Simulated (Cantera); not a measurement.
## Counterflow diffusion flame

A counterflow diffusion flame at 160000 Pa, nozzles 20 mm apart: fuel side CH3OH = 1 (molar parts) at 500 K, oxidiser side O2 : N2 = 0.19 : 0.81 (molar parts) at 598 K, fuel mass flux 1.1 times the oxidiser's; mixture-averaged transport, no radiation.

Computed with Cantera and GRI-Mech 3.0 (53 species, 325 reactions). GRI-Mech 3.0 was tuned for natural gas; its chemistry of methanol as a main component is partial and can be far from experiment. GRI-Mech 3.0 has no aromatics or soot, which form on the fuel side of real flames. The maximum strain rate includes the flame's own expansion and is several times the mean.

```
oxidiser flux (kg/m²/s)  max strain (1/s)  mean strain (1/s)  T max (K)  peak x OH  peak x H  peak x NO  peak x CO  peak x C2H2
-----------------------  ----------------  -----------------  ---------  ---------  --------  ---------  ---------  -----------
0.4                                   190               39.4       2167    0.00848   0.00471   0.000110      0.171      5.68e-5
0.51                                  237               50.3       2144    0.00860   0.00513    9.23e-5      0.170      6.82e-5
0.65                                  297               64.1       2120    0.00875   0.00558    7.81e-5      0.168      8.13e-5
0.82                                  369               80.9       2096    0.00886   0.00602    6.75e-5      0.167      9.56e-5
1                                     444               98.6       2078    0.00898   0.00643    6.07e-5      0.166     0.000109
1.3                                   569                128       2052    0.00909   0.00699    5.30e-5      0.164     0.000130
1.7                                   733                168       2022    0.00912   0.00755    4.64e-5      0.163     0.000154
2.1                                   895                207       1997    0.00911   0.00799    4.20e-5      0.161     0.000174
2.7                                  1140                266       1967    0.00903   0.00849    3.75e-5      0.159     0.000198
```
x: mole fraction; the columns are a selection and need not sum to one.
